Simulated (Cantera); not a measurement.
Charge: 1 mol SiHCl3, 19 mol N2, at 1625 K and 0.248 Torr.

Cantera equilibrium calculation (NASA polynomials, part measured and part estimated; ideal gas, pure solids and liquids). Candidate condensed phases: NH4Cl, Si, Si3N4; 28 gas species. The tables' values for SiCl3, SiCl are old estimates; treat these amounts as uncertain. Rates play no part.

Base state: N2 0.904, SiCl2 0.0465, HCl 0.0435, Cl 0.00302, H2 0.00194, SiCl3 0.000990, H 0.000171, SiCl4 4.90e-5 (mole fractions); condensed: gas only.

What changes in the equilibrium state with this change: temperature from 1625 K to 1900 K?


```
species   before    after
-------  -------  -------
N2         0.904    0.893
SiCl2     0.0465   0.0436
HCl       0.0435   0.0351
Cl       0.00302   0.0173
Si       6.73e-6  0.00223
SiN      9.13e-8  1.28e-5
SiCl4    4.90e-5  5.94e-7
SiCl     3.29e-5  0.00105
```
The tables' values for SiCl, SiCl3, SiN are old estimates; treat these amounts as uncertain.
